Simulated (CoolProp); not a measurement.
Values from CoolProp's reference Helmholtz-energy equation of state, Kamei 1995.

Q: For R22, give the phase and the cv (kJ/(kg K)), viscosity (µPa s), conductivity (mW/(m K)) at 500 K and 0.538 MPa.

A: 
- 500 K and 0.538 MPa: gas; cv 0.757, viscosity 22.6, conductivity 27.6

Viscosity comes from a separate model (Bell 2016), an estimate that may be off by 10 % or more. Thermal conductivity comes from a separate model (McLinden 2000), an estimate that may be off by 10 % or more.
